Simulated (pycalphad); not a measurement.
CALPHAD calculation (pycalphad, COST 507 light-alloy database (1999)), 1 atm. The data set is of 1999 and partly superseded. Phase fractions are per mole of atoms.

Q: Give the equilibrium state of Fe-40.85Si (at.%) at 975 K.

A: FESI, fraction 0.555, with 50.0 Si at.%; ordered bcc (B2), fraction 0.445, with 29.4 Si at.%.

Q: Give the equilibrium state of Fe-40.85Si (at.%) at 1500 K.

A: liquid, fraction 0.680, with 36.6 Si at.%; FESI, fraction 0.320, with 50.0 Si at.%.

Database names, with the compositions (at.%) that they take in these runs: FESI: Fe 50 Si 50.
